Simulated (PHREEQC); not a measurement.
Alkaline etch or developer: an equilibrium model

Make-up at 20 °C: 1.8 mmol/kgw CsOH and 1.1 mmol/kgw K3PO4. Closed to the air; pH follows from the charge balance.

All values are PHREEQC results (ion-association model, wateq4f.dat), not measurements.

This is a speciation only: nothing precipitates in the calculation.

**Question.** Estimate the pH.

**Answer.** pH 11.56.

**Question.** In which forms is P present?

**Answer.** HPO4-2 81 %, PO4-3 18 % of the P.

Complexes and solids missing from the database can't appear. H3PO4, which wateq4f.dat lacks, is added to it with the constant of phreeqc.dat.
